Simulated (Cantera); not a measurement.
Cantera run:

```python
import numpy as np
import cantera as ct

gas_names = """
    CL CL2 H HCL H2 Si SiCL SiCL2 SiCL3 SiCL4 SiH SiHCL3 SiH2 SiH2CL2 SiH3 SiH3CL SiH4 Si2 Si3
""".split()
cond_names = """
    Si(cr) Si(L)
""".split()


# ... load() reads the species with a 1 bar reference pressure and builds the phases ...
atoms = {
    'SiCl4': {'Si': 1, 'CL': 4},
    'H2': {'H': 2},
}
top_T = {}  # K; cautious upper limits of use, not melting points


# ... equilibrate(T, P, feed) seeds the gas with the atoms and calls Mixture.equilibrate('TP', solver="vcs", rtol=1e-11, max_steps=5000) ...
results = []
feed = {'SiCl4': 1, 'H2': 66}  # mol
P = 1000  # Pa
for T in [1125, 1200, 1275, 1350, 1425, 1500, 1575, 1650]:
    mix = equilibrate(T, P, feed)
    results.append((T, P, feed, dict(zip(mix.species_names, mix.species_moles))))
    x = sorted(zip(gas.X, gas.species_names), reverse=True)
    print(f"T = {T:g} K  P = {P:g} Pa  gas = {mix.phase_moles(0):.4g} mol")
    print("   x: " + "  ".join(f"{s} {v:.3e}" for v, s in x if v > 1e-05))
    print("   condensed (mol): " + ("  ".join(f"{mix.phase(i).name} {mix.phase_moles(i):.4g}"
          for i in range(1, mix.n_phases) if mix.phase_moles(i) > 1e-12) or "none"))
```

Result:

```
T = 1125 K  P = 1000 Pa  gas = 67.74 mol
   x: H2 9.550e-01  HCL 3.761e-02  SiCL2 3.138e-03  SiCL4 2.388e-03  SiHCL3 1.053e-03  SiCL3 7.804e-04  SiH2CL2 5.702e-05
   condensed (mol): Si(cr) 0.4975
T = 1200 K  P = 1000 Pa  gas = 67.9 mol
   x: H2 9.499e-01  HCL 4.366e-02  SiCL2 4.737e-03  SiCL4 6.750e-04  SiCL3 6.038e-04  SiHCL3 3.995e-04  SiH2CL2 3.095e-05
   condensed (mol): Si(cr) 0.5622
T = 1275 K  P = 1000 Pa  gas = 67.97 mol
   x: H2 9.482e-01  HCL 4.544e-02  SiCL2 5.644e-03  SiCL3 3.645e-04  SiCL4 1.532e-04  SiHCL3 1.290e-04  SiH2CL2 1.506e-05
   condensed (mol): Si(cr) 0.5714
T = 1350 K  P = 1000 Pa  gas = 67.99 mol
   x: H2 9.479e-01  HCL 4.558e-02  SiCL2 6.163e-03  SiCL3 2.111e-04  SiHCL3 4.294e-05  SiCL4 3.606e-05  H 2.320e-05
   condensed (mol): Si(cr) 0.5607
T = 1425 K  P = 1000 Pa  gas = 68 mol
   x: H2 9.480e-01  HCL 4.529e-02  SiCL2 6.531e-03  SiCL3 1.259e-04  H 6.642e-05  SiHCL3 1.564e-05
   condensed (mol): Si(cr) 0.5452
T = 1500 K  P = 1000 Pa  gas = 68 mol
   x: H2 9.480e-01  HCL 4.489e-02  SiCL2 6.826e-03  H 1.714e-04  SiCL3 7.839e-05
   condensed (mol): Si(cr) 0.5293
T = 1575 K  P = 1000 Pa  gas = 68.01 mol
   x: H2 9.480e-01  HCL 4.447e-02  SiCL2 7.074e-03  H 4.046e-04  SiCL3 5.087e-05  CL 1.508e-05  SiCL 1.041e-05
   condensed (mol): Si(cr) 0.5136
T = 1650 K  P = 1000 Pa  gas = 68.03 mol
   x: H2 9.476e-01  HCL 4.406e-02  SiCL2 7.284e-03  H 8.843e-04  SiCL3 3.426e-05  CL 3.223e-05  SiCL 2.768e-05  Si 2.679e-05
   condensed (mol): Si(cr) 0.4974
```

Cantera equilibrium calculation (NASA polynomials, part measured and part estimated; ideal gas, pure solids and liquids). The tables' values for SiCl3, SiCl are old estimates; treat these amounts as uncertain.
